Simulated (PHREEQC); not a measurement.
**Silver or lead bath**

A solution holds 0.0024 mol Pb(NO3)2 and 0.013 mol NaNO3 per kg of water, at 24 °C. Closed to the air; pH follows from the charge balance.

Model: ion-association model, wateq4f.dat, run in PHREEQC.

The pH is 5.29. The ionic strength comes out as 0.0196 mol/kgw.

```tsv
species	molality	activity	log γ
NO3-	0.0175	0.0151	-0.063
Na+	0.0130	0.0114	-0.059
Pb+2	0.00208	0.00120	-0.238
PbNO3+	0.000309	0.000270	-0.060
H+	5.72e-6	5.09e-6	-0.050
PbOH+	5.29e-6	4.61e-6	-0.060
Pb2OH+3	4.27e-7	1.24e-7	-0.536
OH-	2.10e-9	1.82e-9	-0.061
```

No solid was allowed to form. Species that the database lacks are ignored.
